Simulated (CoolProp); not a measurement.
n-heptane along the isotherm 285.45 °C: Z from the reference equation and from simpler models built on Tc = 268.1 °C, pc = 27.74 bar, ω = 0.349; each cubic takes its own stable root.

Computed with CoolProp (reference Helmholtz-energy equation of state, Span 2003). It is a short technical equation, of lower accuracy than the large ones.

```
p (bar)          phase  reference  van der Waals  Redlich-Kwong  Soave-Redlich-Kwong  Peng-Robinson
-------  -------------  ---------  -------------  -------------  -------------------  -------------
4.33               gas     0.9495         0.9555         0.9500               0.9511         0.9454
8.67               gas     0.8945         0.9071         0.8963               0.8988         0.8876
13                 gas     0.8342         0.8538         0.8383               0.8425         0.8262
17.3               gas     0.7672         0.7941         0.7746               0.7811         0.7602
21.7               gas     0.6886         0.7219         0.6999               0.7101         0.6851
26                 gas     0.5970         0.6311         0.6109               0.6278         0.5997
30.3     supercritical     0.4800         0.4763         0.4848                    ?              ?
34.7     supercritical     0.3169         0.3473         0.3318               0.3793         0.3550
39       supercritical          ?         0.3539         0.3165               0.3388         0.3121
43.3     supercritical     0.2755         0.3718         0.3240               0.3396         0.3106
47.7     supercritical     0.2870         0.3936         0.3376               0.3503         0.3191
52       supercritical     0.3013         0.4163         0.3532               0.3643         0.3311
56.3     supercritical     0.3170         0.4397         0.3700               0.3800         0.3447
60.7     supercritical     0.3337         0.4641         0.3877               0.3970         0.3597
65       supercritical          ?         0.4880         0.4054               0.4142         0.3749
69.3     supercritical     0.3675         0.5121         0.4232               0.4316         0.3903
```

Task: Fill in the missing entries.

Result: 
- 30.3, Soave-Redlich-Kwong: 0.5208
- 30.3, Peng-Robinson: 0.4919
- 39, reference: 0.2727
- 65, reference: 0.3505
